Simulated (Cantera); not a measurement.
A closed system holds: 1 mol Al(CH3)3, 10 mol N2O, 81 mol H2, 12 mol O2, equilibrated at 2198.15 K and 0.000730 bar.

Cantera equilibrium calculation (NASA polynomials, part measured and part estimated; ideal gas, pure solids and liquids). The feed counts by its element totals alone. The tables' values for AlOH are old estimates; treat these amounts as uncertain. The numbers say what is thermodynamically allowed, not how fast it happens.

```json
[
 {"species": "H2", "before": "0.465", "after": "0.490"},
 {"species": "H2O", "before": "0.259", "after": "0.269"},
 {"species": "H", "before": "0.141", "after": "0.107"},
 {"species": "OH", "before": "0.0109", "after": "0.00816"},
 {"species": "CO", "before": "0.0254", "after": "0.0260"},
 {"species": "N2", "before": "0.0934", "after": "0.0954"},
 {"species": "AlO2H", "before": "7.13e-5", "after": "5.38e-5"},
 {"species": "O2", "before": "0.000539", "after": "0.000287"},
 {"species": "O", "before": "0.00230", "after": "0.00124"},
 {"species": "AlO", "before": "1.94e-5", "after": "1.07e-5"},
 {"species": "NO", "before": "0.000219", "after": "0.000162"},
 {"species": "AlOH", "before": "2.97e-5", "after": "2.27e-5"},
 {"species": "CO2", "before": "0.00268", "after": "0.00270"},
 {"species": "Al2O3(s), mol", "before": "0.493", "after": "0.495"}
]
```
Gas species are given as mole fractions.

Question: Name the change that produced these shifts.
A) temperature from 2198.15 K to 1773 K
B) temperature from 2198.15 K to 675 K
C) temperature from 2198.15 K to 1225 K
D) pressure from 0.000730 bar to 0.00133 bar

Answer: D, pressure from 0.000730 bar to 0.00133 bar
